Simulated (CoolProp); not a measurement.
Toluene along the isotherm 620 K: Z from the reference equation and from simpler models built on Tc = 591.7 K, pc = 4.126 MPa, ω = 0.266; each cubic takes its own stable root.

Model: reference Helmholtz-energy equation of state, Lemmon 2006, in CoolProp. It is a short technical equation, of lower accuracy than the large ones.

```csv
p (MPa),phase,reference,van der Waals,Redlich-Kwong,Peng-Robinson
0.794,gas,0.9373,0.9467,0.9407,0.9353
1.59,gas,0.8696,0.8878,0.8763,0.8664
2.38,gas,0.7960,0.8216,0.8058,0.7927
3.17,gas,0.7138,0.7435,0.7256,0.7113
3.97,gas,0.6173,0.6416,0.6276,0.6167
4.76,supercritical,0.4997,0.4735,0.4961,0.5030
5.55,supercritical,0.3451,0.3687,0.3625,0.3816
6.35,supercritical,0.2938,0.3791,0.3447,0.3405
7.14,supercritical,0.2997,0.4018,0.3541,0.3403
7.94,supercritical,0.3151,0.4284,0.3705,0.3510
8.73,supercritical,0.3335,0.4562,0.3895,0.3657
9.52,supercritical,0.3532,0.4848,0.4097,0.3824
10.3,supercritical,0.3732,0.5132,0.4304,0.3998
```
